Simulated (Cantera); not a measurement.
Charge: 1 mol SO₂, 0.047 mol H₂O, 3.1 mol N₂, held at 1 atm.

Equilibrium computed with Cantera from the NASA thermochemical tables; the gas is ideal and each condensed phase is pure. Candidate condensed phases: H₂O, H₂SO₄, S; 35 gas species. The numbers say what is thermodynamically allowed, not how fast it happens.

Question: At 2402 °C, list the 7 most abundant gas species with their mole fractions, and the condensed phases.

Answer: N₂ 0.730, SO₂ 0.207, SO 0.0286, O₂ 0.0107, H₂O 0.00771, NO 0.00664, O 0.00333. Condensed: gas only.
